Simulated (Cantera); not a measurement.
Cantera run, input and output.

```python
import numpy as np
import cantera as ct

gas = ct.Solution("gri30.yaml")
gas.TPX = 2175, 1333, {'NO': 1, 'N2': 3.5}
reactor = ct.IdealGasConstPressureReactor(gas, energy="off", clone=False)
net = ct.ReactorNet([reactor])
net.rtol, net.atol = 1e-08, 1e-18
show = ['NO', 'N2O', 'O', 'O2', 'NO2']
times = np.geomspace(1e-06, 6, 14)

steps = ct.SolutionArray(gas, extra=["t"])
rows = []
print(f"{'t/s':>10s}{'T/K':>9s}{'P/Pa':>11s}" + "".join(f"{s:>11s}" for s in show))
for t in times:
    while net.time < t:
        t_next = net.step()
        steps.append(gas.state, t=t_next)
    rows.append([np.interp(t, steps.t, y) for y in (steps.T, steps.P, *steps(*show).X.T)])
    print(f"{t:10.3e}{rows[-1][0]:9.1f}{rows[-1][1]:11.4g}" + "".join(f"{x:11.3e}" for x in rows[-1][2:]))
rate = np.gradient(steps.T, steps.t)
print("integrator steps:", len(steps.t))
if steps.T.max() > steps.T[0] + 200:
    print(f"time of steepest temperature rise: {steps.t[rate.argmax()]:.4e} s")
gas.TPX = 2175, 1333, {'NO': 1, 'N2': 3.5}
gas.equilibrate("TP")
print(f"equilibrium (TP): T = {gas.T:.1f} K  " + "  ".join(f"{s} {gas[s].X[0]:.3e}" for s in show))
```

Result:

```
       t/s      T/K       P/Pa         NO        N2O          O         O2        NO2
 1.000e-06   2175.0       1333  2.222e-01  2.460e-09  2.460e-09  1.208e-14  3.124e-15
 3.322e-06   2175.0       1333  2.222e-01  8.172e-09  8.174e-09  1.325e-13  3.423e-14
 1.104e-05   2175.0       1333  2.222e-01  2.714e-08  2.716e-08  1.465e-12  3.779e-13
 3.666e-05   2175.0       1333  2.222e-01  9.004e-08  9.035e-08  1.615e-11  4.140e-12
 1.218e-04   2175.0       1333  2.222e-01  2.979e-07  3.013e-07  1.797e-10  4.518e-11
 4.046e-04   2175.0       1333  2.222e-01  9.763e-07  1.014e-06  1.990e-09  4.700e-10
 1.344e-03   2175.0       1333  2.222e-01  3.103e-06  3.505e-06  2.257e-08  4.396e-09
 4.465e-03   2175.0       1333  2.222e-01  8.938e-06  1.299e-05  2.705e-07  3.193e-08
 1.483e-02   2175.0       1333  2.221e-01  1.942e-05  5.314e-05  3.578e-06  1.714e-07
 4.927e-02   2175.0       1333  2.219e-01  2.468e-05  2.117e-04  4.897e-05  7.184e-07
 1.637e-01   2175.0       1333  2.203e-01  2.245e-05  6.985e-04  5.854e-04  2.220e-06
 5.437e-01   2175.0       1333  2.094e-01  1.711e-05  1.770e-03  5.427e-03  5.305e-06
 1.806e+00   2175.0       1333  1.512e-01  6.988e-06  3.704e-03  3.346e-02  9.149e-06
 6.000e+00   2175.0       1333  3.181e-02  2.850e-07  5.959e-03  9.189e-02  3.228e-06
integrator steps: 683
equilibrium (TP): T = 2175.0 K  NO 8.869e-03  N2O 6.030e-08  O 6.442e-03  O2 1.031e-01  NO2 9.443e-07
```

Detailed kinetics in Cantera: GRI-Mech 3.0 (53 species, 325 reactions). Radical loss at walls, strong at low pressure, is not modelled.
